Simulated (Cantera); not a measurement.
# Reactions in the system C-H-Ti

Cantera with NASA thermochemical tables; ideal gases at 1 bar, condensed phases pure. Values are per mole of reaction as written; species without (g) are pure solids or liquids, kept so even where they would boil at 1 bar. TiC: taken at fixed stoichiometry.

TiC + CH4(g) → Ti + C2H4(g)

| T (K) | ΔH° (kJ) | ΔS° (J/K) | ΔG° (kJ) | log10 K | condensed phases |
|---|---|---|---|---|---|
| 598 | 310.7 | 38.2 | 287.8 | -25.14 | TiC(s), Ti(α) |
| 698 | 310.6 | 38.1 | 284.0 | -21.25 | TiC(s), Ti(α) |
| 798 | 310.6 | 38.1 | 280.2 | -18.34 | TiC(s), Ti(α) |
| 898 | 310.6 | 38.2 | 276.4 | -16.08 | TiC(s), Ti(α) |
| 998 | 310.8 | 38.3 | 272.6 | -14.27 | TiC(s), Ti(α) |
| 1098 | 311.2 | 38.7 | 268.7 | -12.78 | TiC(s), Ti(α) |
| 1198 | 315.4 | 42.4 | 264.7 | -11.54 | TiC(s), Ti(β) |
| 1298 | 315.1 | 42.1 | 260.5 | -10.48 | TiC(s), Ti(β) |
| 1398 | 314.8 | 41.9 | 256.3 | -9.57 | TiC(s), Ti(β) |
| 1498 | 314.6 | 41.7 | 252.1 | -8.79 | TiC(s), Ti(β) |

C3H8(g) + TiC → Ti + 2 C2H4(g)

```tsv
T (K)	ΔH° (kJ)	ΔS° (J/K)	ΔG° (kJ)	log10 K	condensed phases
598	392.8	173.0	289.4	-25.28	TiC(s), Ti(α)
698	392.2	172.0	272.1	-20.36	TiC(s), Ti(α)
798	391.5	171.1	255.0	-16.69	TiC(s), Ti(α)
898	390.8	170.3	237.9	-13.84	TiC(s), Ti(α)
998	390.2	169.7	220.9	-11.56	TiC(s), Ti(α)
1098	390.0	169.4	204.0	-9.70	TiC(s), Ti(α)
1198	393.5	172.5	186.9	-8.15	TiC(s), Ti(β)
1298	392.6	171.7	169.7	-6.83	TiC(s), Ti(β)
1398	391.7	171.1	152.5	-5.70	TiC(s), Ti(β)
1498	390.9	170.5	135.5	-4.72	TiC(s), Ti(β)
```
